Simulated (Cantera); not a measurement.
A diamond (100) surface in a fixed gas of H2 with x(CH4) = 0.02, x(H) = 0.00029, x(CH3) = 4.6e-05, at 1375 K; coverages are run to steady state.

Detailed kinetics in Cantera: the Harris–Goodwin 1993 mechanism for the reconstructed diamond (100) surface.

θ: site fractions in the mechanism's names (c6HH fully hydrogenated, c6H* and c6*H radical sites, c6** diradical, c6HM methylated).

```
P (Pa)  growth (µm/h)  θ c6HH  θ c6H*  θ c6*H  θ c6**
------  -------------  ------  ------  ------  ------
330               ___   0.524  0.0441   0.419  0.0129
600               ___   0.528  0.0438   0.415  0.0127
1100              ___   0.530  0.0435   0.413  0.0126
2000              ___   0.532  0.0434   0.412  0.0126
3700              ___   0.532  0.0434   0.412  0.0125
6800              ___   0.533  0.0433   0.411  0.0125
12000             ___   0.533  0.0433   0.411  0.0125
23000             ___   0.533  0.0433   0.411  0.0124
```

Problem. Some entries are withheld; supply them.

Solution. 
- 330, growth (µm/h): 0.000171
- 600, growth (µm/h): 0.000547
- 1100, growth (µm/h): 0.00176
- 2000, growth (µm/h): 0.00548
- 3700, growth (µm/h): 0.0170
- 6800, growth (µm/h): 0.0490
- 12000, growth (µm/h): 0.124
- 23000, growth (µm/h): 0.330
